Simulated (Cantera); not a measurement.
Input: 1 mol CS2, 1.6 mol H2, equilibrated at 500 °C and 10000 Pa.

Method: chemical equilibrium by Gibbs-energy minimisation in Cantera with the NASA 1993 tables (ideal gas, pure condensed phases). Candidate condensed phases: C, C6H6, C7H8, C8H18, S; 83 gas species. Gases not in the tables: S3 to S7. Kinetics and transport are ignored.

Base state: H2S 0.876, CS2 0.106, S2 0.00956, H2 0.00889, CH4 1.67e-5 (mole fractions); condensed: C(graphite).

What changes in the equilibrium state with this change: CS2 replaced by H2O?


```
species            before  after
----------------  -------  -----
H2                0.00889  0.615
H2O                     0  0.385
H2S                 0.876      0
CS2                 0.106      0
S2                0.00956      0
CH4               1.67e-5      0
C(graphite), mol    0.809      0
```
Further candidate phases: H2O.
